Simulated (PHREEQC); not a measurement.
A solution holds 21 mmol/kgw NH3, 0.045 mmol/kgw K2SiO3 and 0.0046 mmol/kgw (CH3)4NCl, at 90 °C. Closed to the air; pH follows from the charge balance.

All values are PHREEQC results (ion-association model, wateq4f.dat), not measurements.

No solid was allowed to form.

Q: What pH, ionic strength does the model give?

A: pH 9.21; ionic strength 0.000645 mol/kgw.

Q: In which forms is Si present?

A: H3SiO4- 53 %, H4SiO4 47 % of the Si.

Species that the database lacks are ignored. (CH3)4N+ isn't in the database: it is added as a free cation with an ion size of 4 Å. At this temperature some constants are extrapolated from 25 °C, and those without enthalpy data are left unchanged.
